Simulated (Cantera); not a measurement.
**Sublimation and decomposition of ceramics: SiC + C + H2**

Input: 1 mol SiC, 0.0038 mol C, 0.35 mol H2, at 1925 K and 1.00 bar.

Equilibrium computed with Cantera from the NASA thermochemical tables; the gas is ideal and each condensed phase is pure. Candidate condensed phases: C, C6H6, C7H8, C8H18, Si, SiC; 87 gas species. Rates play no part.

```
Item                                   Result
--------------------------------  -----------
x(H2)                                   0.998
x(H)                                 0.000955
x(CH4)                               0.000520
x(C2H2 (acetylene))                  0.000457
x(CH3)                                9.95e-6
x(C2H4)                               4.75e-6
x(SiH2)                               2.80e-6
n(C(graphite))                    0.00329 mol
n(SiC(s))                           1.000 mol
gas amount                         0.3500 mol
log10 activity of Si(l) (absent)        -1.39
```
